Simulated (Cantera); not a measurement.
NO annealing gas

A perfectly stirred reactor is fed with NO : N₂ = 1 : 0.14 (molar parts), at 1.00 atm; it is held at 1500 K, and followed from long to short residence time.

Detailed kinetics in Cantera: GRI-Mech 3.0 (53 species, 325 reactions).

| τ (s) | x NO | x O₂ | x O | x NO₂ | x N₂O | x N₂ |
|---|---|---|---|---|---|---|
| 6.3 | 0.801 | 0.0367 | 8.38e-7 | 0.00187 | 0.000213 | 0.160 |
| 2.1 | 0.848 | 0.0133 | 5.60e-7 | 0.00129 | 0.000238 | 0.137 |
| 0.69 | 0.867 | 0.00427 | 3.95e-7 | 0.000898 | 0.000241 | 0.127 |
| 0.23 | 0.874 | 0.00119 | 3.02e-7 | 0.000662 | 0.000222 | 0.124 |
| 0.076 | 0.876 | 0.000233 | 2.20e-7 | 0.000446 | 0.000175 | 0.123 |
| 0.025 | 0.877 | 2.21e-5 | 1.27e-7 | 0.000208 | 0.000106 | 0.123 |
| 0.0083 | 0.877 | 1.33e-6 | 6.76e-8 | 6.78e-5 | 4.84e-5 | 0.123 |
| 0.0027 | 0.877 | 9.30e-8 | 4.54e-8 | 2.05e-5 | 1.80e-5 | 0.123 |
| 0.00091 | 0.877 | 9.88e-9 | 3.83e-8 | 6.62e-6 | 6.36e-6 | 0.123 |
x: mole fraction; the columns are a selection and need not sum to one.
